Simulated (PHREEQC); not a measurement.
Reverse-osmosis permeate: an equilibrium model

Model water analysis in mg/kgw, 77 °C, pH 6.46, pe 10.5:

```json
[
 {"constituent": "Na", "mg/kgw": "1.55"},
 {"constituent": "K", "mg/kgw": "0.000305"},
 {"constituent": "Ca", "mg/kgw": "3.99"},
 {"constituent": "Mg", "mg/kgw": "0.0866"},
 {"constituent": "Cl", "mg/kgw": "5.35"},
 {"constituent": "S(6) as SO4", "mg/kgw": "3.17"},
 {"constituent": "Alkalinity as HCO3", "mg/kgw": "2.82"},
 {"constituent": "Br", "mg/kgw": "0.00621"}
]
```

Valence states are taken as typed.

Model: ion-association model, phreeqc.dat, run in PHREEQC.

No solid was allowed to form.

Predict the charge-balance error.

charge-balance error 2.0 %.

In which forms is C present?

HCO3- 58 %, CO2 42 % of the C.

Species that the database lacks are ignored. Constants without temperature data keep their 25 °C values here.
